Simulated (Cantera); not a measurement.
A Cantera script and what it prints.

```python
import numpy as np
import cantera as ct

gas_names = [...]  # 110 gases of nasa_gas.yaml made of C, H, O
cond_names = """
    C(gr) C6H6(L) C7H8(L) C8H18(L),n-octa H2O(s) H2O(L)
""".split()


# ... load() reads the species with a 1 bar reference pressure and builds the phases ...
atoms = {
    'C2H5OH': {'C': 2, 'H': 6, 'O': 1},
    'CO2': {'C': 1, 'O': 2},
    'H2': {'H': 2},
}
top_T = {'C(gr)': 4500}  # K; cautious upper limits of use, not melting points


# ... equilibrate(T, P, feed) seeds the gas with the atoms and calls Mixture.equilibrate('TP', solver="vcs", rtol=1e-11, max_steps=5000) ...
results = []
feed = {'C2H5OH': 1, 'CO2': 2.1, 'H2': 10}  # mol
P = 1000  # Pa
for T in [850, 1050, 1250, 1450, 1650, 1850, 2050, 2250, 2450, 2650, 2850]:
    mix = equilibrate(T, P, feed)
    results.append((T, P, feed, dict(zip(mix.species_names, mix.species_moles))))

top = {s: max(r[3][s] / sum(r[3][g] for g in gas_names) for r in results) for s in gas_names}
cols = sorted((s for s in top if top[s] > 0.0001), key=lambda s: -top[s])[:5]
seen = [c for c in cond_names if any(r[3].get(c, 0) > 1e-12 for r in results)]
print("log10 of partial pressures in bar; condensed amounts in mol")
print(f"{'T/K':>10s}" + "".join(f"{s[:9]:>10s}" for s in cols + seen))
for T, P, feed, n in results:
    ng = sum(n[g] for g in gas_names)
    print(f"{T:10.4g}" + "".join(f"{np.log10(max(n[s] / ng * P / 1e5, 1e-99)):10.3f}" for s in cols)
          + "".join(f"{n.get(c, 0):10.4g}" for c in seen))
```

It prints:

```
log10 of partial pressures in bar; condensed amounts in mol
       T/K        H2         H        CO       H2O       CO2
       850    -2.140   -11.758    -2.681    -3.458    -3.514
      1050    -2.147    -9.164    -2.653    -3.327    -3.762
      1250    -2.151    -7.391    -2.641    -3.273    -3.958
      1450    -2.153    -6.101    -2.635    -3.248    -4.106
      1650    -2.154    -5.119    -2.631    -3.235    -4.219
      1850    -2.157    -4.347    -2.630    -3.228    -4.305
      2050    -2.165    -3.727    -2.632    -3.227    -4.372
      2250    -2.188    -3.223    -2.641    -3.238    -4.427
      2450    -2.243    -2.819    -2.662    -3.278    -4.479
      2650    -2.359    -2.508    -2.703    -3.391    -4.555
      2850    -2.564    -2.294    -2.763    -3.694    -4.743
```

Cantera equilibrium calculation (NASA polynomials, part measured and part estimated; ideal gas, pure solids and liquids).
